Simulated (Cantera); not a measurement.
Feed: 1 mol Al2O3, 28 mol H2, at 2598.15 K and 52.0 Pa.

Equilibrium computed with Cantera from the NASA thermochemical tables; the gas is ideal and each condensed phase is pure. Candidate condensed phases: Al, Al2O3, H2O; 19 gas species. The tables' values for AlOH are old estimates; treat these amounts as uncertain. Equilibrium is a limit: real reactors are often held back by kinetics, nucleation or transport.

Q: What is the equilibrium state?

A: 
```
Property                             Result
--------------------------------  ---------
x(H)                                  0.724
x(H2)                                 0.188
x(Al)                                0.0289
x(O)                                 0.0266
x(H2O)                               0.0120
x(OH)                                0.0107
x(AlO)                              0.00738
x(Al2O)                             0.00162
x(AlOH)                            0.000699
gas amount                        49.37 mol
log10 activity of Al(l) (absent)      -4.40
```
